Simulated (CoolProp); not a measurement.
Vapour-liquid equilibrium of n-octane (1) + p-xylene (2) at 473 kPa; x and y are mole fractions of (1).

Model: multi-fluid Helmholtz-energy mixture model, Beckmüller 2019 and Zhou 2012; pair parameters Bell 2016, in CoolProp.

```tsv
x	bubble temperature (K)	y at the bubble point	dew temperature at overall composition x (K)	liquid density (mol/L)
0.05	478.7	0.072	479.2	6.289
0.2	475.1	0.258	476.2	5.996
0.35	472.3	0.416	473.4	5.722
0.5	470.0	0.557	470.9	5.466
0.65	468.2	0.692	468.8	5.228
0.8	466.7	0.824	467.0	5.006
0.95	465.5	0.956	465.6	4.799
```

No azeotrope shows between x = 0.05 and 0.95.

Pair parameters are fitted to limited data, so mixtures are less certain than the pure fluids.
